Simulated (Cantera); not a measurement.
Cantera run:

```python
import numpy as np
import cantera as ct

gas_names = [...]  # 110 gases of nasa_gas.yaml made of C, H, O
cond_names = """
    C(gr) C6H6(L) C7H8(L) C8H18(L),n-octa H2O(s) H2O(L)
""".split()


# ... load() reads the species with a 1 bar reference pressure and builds the phases ...
atoms = {
    'CO2': {'C': 1, 'O': 2},
    'H2': {'H': 2},
    'O2': {'O': 2},
}
top_T = {'C(gr)': 4500}  # K; cautious upper limits of use, not melting points


# ... equilibrate(T, P, feed) seeds the gas with the atoms and calls Mixture.equilibrate('TP', solver="vcs", rtol=1e-11, max_steps=5000) ...
results = []
T = 1773  # K
P = 1700000  # Pa
for m in [0.26, 0.41, 0.57, 0.72, 0.88, 1, 1.2, 1.3]:
    feed = {'CO2': 1, 'H2': m, 'O2': 0.4}  # mol
    mix = equilibrate(T, P, feed)
    results.append((T, P, feed, dict(zip(mix.species_names, mix.species_moles))))
    x = sorted(zip(gas.X, gas.species_names), reverse=True)
    print(f"T = {T:g} K  P = {P:g} Pa  n(H2) = {m:g} mol  gas = {mix.phase_moles(0):.4g} mol")
    print("   x: " + "  ".join(f"{s} {v:.3e}" for v, s in x if v > 0.0001))
    print("   condensed (mol): " + ("  ".join(f"{mix.phase(i).name} {mix.phase_moles(i):.4g}"
          for i in range(1, mix.n_phases) if mix.phase_moles(i) > 1e-12) or "none"))
```

Result:

```
T = 1773 K  P = 1.7e+06 Pa  n(H2) = 0.26 mol  gas = 1.53 mol
   x: CO2 6.535e-01  O2 1.764e-01  H2O 1.697e-01  OH 3.589e-04
   condensed (mol): none
T = 1773 K  P = 1.7e+06 Pa  n(H2) = 0.41 mol  gas = 1.605 mol
   x: CO2 6.229e-01  H2O 2.552e-01  O2 1.214e-01  OH 4.009e-04
   condensed (mol): none
T = 1773 K  P = 1.7e+06 Pa  n(H2) = 0.57 mol  gas = 1.685 mol
   x: CO2 5.933e-01  H2O 3.380e-01  O2 6.818e-02  OH 3.994e-04
   condensed (mol): none
T = 1773 K  P = 1.7e+06 Pa  n(H2) = 0.72 mol  gas = 1.76 mol
   x: CO2 5.679e-01  H2O 4.088e-01  O2 2.272e-02  OH 3.337e-04  CO 1.416e-04
   condensed (mol): none
T = 1773 K  P = 1.7e+06 Pa  n(H2) = 0.88 mol  gas = 1.88 mol
   x: CO2 4.978e-01  H2O 4.596e-01  CO 3.408e-02  H2 8.476e-03
   condensed (mol): none
T = 1773 K  P = 1.7e+06 Pa  n(H2) = 1 mol  gas = 2 mol
   x: H2O 4.767e-01  CO2 4.233e-01  CO 7.672e-02  H2 2.328e-02
   condensed (mol): none
T = 1773 K  P = 1.7e+06 Pa  n(H2) = 1.2 mol  gas = 2.2 mol
   x: H2O 4.928e-01  CO2 3.254e-01  CO 1.291e-01  H2 5.267e-02
   condensed (mol): none
T = 1773 K  P = 1.7e+06 Pa  n(H2) = 1.3 mol  gas = 2.3 mol
   x: H2O 4.961e-01  CO2 2.865e-01  CO 1.482e-01  H2 6.913e-02
   condensed (mol): none
```

Cantera equilibrium calculation (NASA polynomials, part measured and part estimated; ideal gas, pure solids and liquids).
